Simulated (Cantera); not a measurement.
A perfectly stirred reactor is fed with NH3 : H2 = 1 : 15 (molar parts), at 90.0 Torr; it is held at 2248 K, and followed from long to short residence time.

Cantera simulation using the gas-phase N/H chemistry of the illustrative SiF4/NH3 mechanism in the Surface Chemkin manual (1991); the numbers are that mechanism's predictions, not measurements. Walls and surfaces, which speed up NH3 decomposition in real reactors, are not modelled.

Q: What does this change do: temperature 2248 to 1375 K?

A: 
```tsv
quantity	before	after
x(NH3) at τ = 2.60 s	0.000237	0.0625
x(H2) at τ = 2.60 s	0.951	0.937
x(N) at τ = 2.60 s	8.04e-6	1.38e-11
x(NH2) at τ = 2.60 s	1.53e-5	9.42e-7
x(N2H2) at τ = 2.60 s	2.47e-9	3.78e-10
x(NH3) at τ = 30.0 ms	0.0309	0.0625
x(H2) at τ = 30.0 ms	0.951	0.938
x(N) at τ = 30.0 ms	5.70e-6	<1e-12
x(NH2) at τ = 30.0 ms	0.000355	2.63e-8
x(N2H2) at τ = 30.0 ms	3.91e-7	<1e-12
```
